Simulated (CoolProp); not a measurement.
Vapour-liquid equilibrium of carbon dioxide (1) + dimethyl ether (2) at 238.8 K; x and y are mole fractions of (1).

Computed with CoolProp (multi-fluid Helmholtz-energy mixture model, Span 1996 and Wu 2011; pair parameters Bell 2016).

```tsv
x	bubble pressure (bar)	y at the bubble point	dew pressure at overall composition x (bar)	liquid density (mol/L)
0.05	1.022	0.383	0.6876	16.58
0.2	2.284	0.761	0.8067	17.65
0.35	3.793	0.881	0.9750	18.82
0.5	5.534	0.937	1.232	20.08
0.65	7.465	0.967	1.673	21.45
0.8	9.514	0.985	2.618	22.89
0.95	11.60	0.997	6.239	24.37
```

No azeotrope shows between x = 0.05 and 0.95.

Pair parameters are fitted to limited data, so mixtures are less certain than the pure fluids.
